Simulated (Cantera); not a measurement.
Input: 1 mol Cu, 8.2 mol CO₂, 1.6 mol H₂, 0.16 mol CO, held at 1330 Pa.

Method: chemical equilibrium by Gibbs-energy minimisation in Cantera with the NASA 1993 tables (ideal gas, pure condensed phases). Candidate condensed phases: C, C₆H₆, C₇H₈, C₈H₁₈, Cu, CuO, Cu(OH)₂, Cu₂O, H₂O; 113 gas species. Equilibrium is a limit: real reactors are often held back by kinetics, nucleation or transport.

**Question.** Which condensed phases are stable at each of these points (T (K)): 1448, 1523, 1598, 1673, 1748, 1823, 1898, 1973, 2048?

**Answer.** 
```
T (K)  condensed phases  Cu condensed (%)
-----  ----------------  ----------------
1448              Cu(l)              99.8
1523              Cu(l)              99.1
1598              Cu(l)              97.1
1673              Cu(l)              91.6
1748              Cu(l)              77.7
1823              Cu(l)              44.2
1898           gas only               0.0
1973           gas only               0.0
2048           gas only               0.0
```

From 1448 K to 1823 K the condensed part is Cu(l). From 1898 K to 2048 K nothing is condensed.
